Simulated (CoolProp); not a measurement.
Computed with CoolProp (reference Helmholtz-energy equation of state, Outcalt 1996). It is a modified Benedict-Webb-Rubin equation, recast in Helmholtz form.

Q: For R152A, give the phase and the cv (kJ/(kg K)) at 159.55 °C and 2.01 MPa; -31.65 °C and 0.042 MPa; -108.25 °C and 0.141 MPa.

A: 
- 159.55 °C and 2.01 MPa: gas; cv 1.24
- -31.65 °C and 0.042 MPa: gas; cv 0.781
- -108.25 °C and 0.141 MPa: liquid; cv 1.02
